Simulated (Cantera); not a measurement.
Feed: 1 mol NiS, 24 mol H2, 52 mol N2, held at 1827 °C and 64.0 Pa.

Cantera equilibrium calculation (NASA polynomials, part measured and part estimated; ideal gas, pure solids and liquids). Rates play no part.

```
species    before     after
-------  --------  --------
N2          0.647     0.666
H2          0.266     0.298
H          0.0635    0.0147
Ni         0.0124    0.0122
H2S      0.000107  0.000851
NiS       9.14e-5  0.000638
S         0.00820   0.00279
S2        0.00122   0.00295
SH        0.00159   0.00262
```
Gas species are given as mole fractions.

Task: Which change was made?
A) temperature from 1827 °C to 627 °C
B) pressure from 64.0 Pa to 13.3 mbar
C) pressure from 64.0 Pa to 0.100 bar
D) H2 from 24 to 1.5 mol

Result: B, pressure from 64.0 Pa to 13.3 mbar
